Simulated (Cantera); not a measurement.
# Si + HCl + H2 (chlorosilane synthesis and conversion)

Charge: 1 mol Si, 1.9 mol HCl, 8.6 mol H2, held at 1.00 bar.

Method: chemical equilibrium by Gibbs-energy minimisation in Cantera with the NASA 1993 tables (ideal gas, pure condensed phases). Candidate condensed phases: Si; 19 gas species. The tables' values for SiCl3 are old estimates; treat these amounts as uncertain. Rates play no part.

From 1125 K to 1575 K the condensed part is Si(s). The main Si-bearing gas is SiCl4 at 1125 K and SiCl2 at 1575 K.

```
T (K)   x H2   x HCl  x SiCl2  x SiCl4  x SiHCl3  n Si(s)
-----  -----  ------  -------  -------  --------  -------
1125   0.930  0.0211  0.00102   0.0252    0.0192    0.512
1175   0.925  0.0284  0.00199   0.0232    0.0178    0.527
1225   0.918  0.0369  0.00361   0.0208    0.0161    0.543
1275   0.910  0.0462  0.00608   0.0178    0.0141    0.557
1325   0.902  0.0560  0.00951   0.0144    0.0119    0.568
1375   0.893  0.0654   0.0138   0.0110   0.00957    0.576
1425   0.885  0.0739   0.0186  0.00777   0.00728    0.579
1475   0.878  0.0809   0.0234  0.00511   0.00525    0.579
1525   0.873  0.0861   0.0278  0.00316   0.00363    0.577
1575   0.869  0.0896   0.0313  0.00187   0.00243    0.574
```
x: gas mole fraction; n: condensed amount in mol.
